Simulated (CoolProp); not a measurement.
Vapour-liquid equilibrium of R125 (1) + R134a (2) at 19.2 kPa; x and y are mole fractions of (1).

Model: multi-fluid Helmholtz-energy mixture model, Lemmon 2005 and Tillner-Roth 1994; pair parameters Lemmon 2004, in CoolProp.

```json
[
 {"x": "0.05", "bubble temperature (K)": "214.3", "y at the bubble point": "0.153", "dew temperature at overall composition x (K)": "…", "liquid density (mol/L)": "14.34"},
 {"x": "0.125", "bubble temperature (K)": "211.8", "y at the bubble point": "0.334", "dew temperature at overall composition x (K)": "214.6", "liquid density (mol/L)": "14.30"},
 {"x": "0.2", "bubble temperature (K)": "209.6", "y at the bubble point": "0.471", "dew temperature at overall composition x (K)": "213.7", "liquid density (mol/L)": "14.24"},
 {"x": "0.275", "bubble temperature (K)": "207.7", "y at the bubble point": "0.579", "dew temperature at overall composition x (K)": "212.6", "liquid density (mol/L)": "14.18"},
 {"x": "0.35", "bubble temperature (K)": "…", "y at the bubble point": "0.664", "dew temperature at overall composition x (K)": "211.6", "liquid density (mol/L)": "14.12"},
 {"x": "0.425", "bubble temperature (K)": "204.5", "y at the bubble point": "0.732", "dew temperature at overall composition x (K)": "210.4", "liquid density (mol/L)": "14.05"},
 {"x": "0.5", "bubble temperature (K)": "203.1", "y at the bubble point": "0.789", "dew temperature at overall composition x (K)": "209.2", "liquid density (mol/L)": "13.98"},
 {"x": "0.575", "bubble temperature (K)": "201.9", "y at the bubble point": "0.836", "dew temperature at overall composition x (K)": "207.8", "liquid density (mol/L)": "13.90"},
 {"x": "0.65", "bubble temperature (K)": "200.7", "y at the bubble point": "0.875", "dew temperature at overall composition x (K)": "…", "liquid density (mol/L)": "13.82"},
 {"x": "0.725", "bubble temperature (K)": "199.6", "y at the bubble point": "0.909", "dew temperature at overall composition x (K)": "…", "liquid density (mol/L)": "13.74"},
 {"x": "0.8", "bubble temperature (K)": "…", "y at the bubble point": "0.938", "dew temperature at overall composition x (K)": "202.8", "liquid density (mol/L)": "13.66"},
 {"x": "0.875", "bubble temperature (K)": "197.7", "y at the bubble point": "0.964", "dew temperature at overall composition x (K)": "200.7", "liquid density (mol/L)": "13.58"},
 {"x": "0.95", "bubble temperature (K)": "196.8", "y at the bubble point": "0.986", "dew temperature at overall composition x (K)": "198.2", "liquid density (mol/L)": "13.50"}
]
```

Fill in the missing entries.


- 0.05, dew temperature at overall composition x (K): 215.5
- 0.35, bubble temperature (K): 206.0
- 0.65, dew temperature at overall composition x (K): 206.3
- 0.725, dew temperature at overall composition x (K): 204.7
- 0.8, bubble temperature (K): 198.6

No azeotrope shows between x = 0.05 and 0.95.

Pair parameters are fitted to limited data, so mixtures are less certain than the pure fluids.
